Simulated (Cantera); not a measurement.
A diamond (100) surface in a fixed gas of H2 with x(CH4) = 0.0037, x(CH3) = 4.9e-05, at 1325 K, 2900 Pa; coverages are run to steady state.

Detailed kinetics in Cantera: the Harris–Goodwin 1993 mechanism for the reconstructed diamond (100) surface.

One state of this run: growth (µm/h) = 0.417; θ c6HH = 0.364; θ c6H* = 0.0521; θ c6*H = 0.533; θ c6** = 0.0510. θ: site fractions in the mechanism's names (c6HH fully hydrogenated, c6H* and c6*H radical sites, c6** diradical, c6HM methylated).

**Question.** Which value of x(H) does it belong to?
(A) 0.0034
(B) 0.0014
(C) 0.02
(D) 0.0001

**Answer.** C, 0.02
